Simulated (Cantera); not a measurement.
Feed: 1 mol Si₂H₆, 0.85 mol HCl, 18 mol H₂, 0.34 mol Cl₂, at 1498 K and 593 Torr.

These are equilibrium values from Cantera (NASA tables, ideal gas, pure condensed phases), not measurements of a reactor. Candidate condensed phases: Si; 19 gas species. The feed counts by its element totals alone. The tables' values for SiCl₃ are old estimates; treat these amounts as uncertain. Rates play no part.

Base state: H₂ 0.943, HCl 0.0476, SiCl₂ 0.00772, SiCl₃ 0.000849, SiHCl₃ 0.000607, SiCl₄ 0.000298, SiH₂Cl₂ 0.000196, H 1.88e-5 (mole fractions); condensed: Si(s).

**Question.** What changes in the equilibrium state with this change: Si₂H₆ replaced by SiH₂Cl₂?

**Answer.** 
| species | before | after |
|---|---|---|
| H₂ | 0.943 | 0.882 |
| HCl | 0.0476 | 0.0819 |
| SiCl₂ | 0.00772 | 0.0244 |
| SiCl₄ | 0.000298 | 0.00298 |
| SiCl₃ | 0.000849 | 0.00478 |
| SiHCl₃ | 0.000607 | 0.00330 |
| Si(s), mol | 1.79 | 0.242 |
